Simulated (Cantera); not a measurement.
# Carbon deposition, reforming and gasification: C3H8 + H2 + N2

Feed: 1 mol C3H8, 95 mol H2, 2.7 mol N2, at 18.0 mbar.

Method: chemical equilibrium by Gibbs-energy minimisation in Cantera with the NASA 1993 tables (ideal gas, pure condensed phases). Candidate condensed phases: C, C6H6, C7H8, C8H18; 92 gas species. Rates play no part.

From 1623 K to 2073 K the condensed part is C(graphite). The main C-bearing gas is HCN throughout. The share of C in condensed phases is highest at 1623 K (98.4 %) and lowest at 2073 K (81.1 %).

```
T (K)  log p H2  log p N2  log p H  log p HCN  log p C2H2 (acetylene)  n C(graphite)
-----  --------  --------  -------  ---------  ----------------------  -------------
1623      -1.76     -3.32    -5.04      -5.17                   -6.21           2.95
1698      -1.76     -3.33    -4.72      -4.98                   -5.90           2.92
1773      -1.76     -3.33    -4.42      -4.81                   -5.61           2.88
1848      -1.76     -3.33    -4.15      -4.66                   -5.35           2.82
1923      -1.76     -3.34    -3.91      -4.52                   -5.11           2.73
1998      -1.76     -3.34    -3.68      -4.39                   -4.88           2.60
2073      -1.77     -3.35    -3.46      -4.27                   -4.68           2.43
```
log p: log10 of the partial pressure in bar; n: condensed amount in mol.
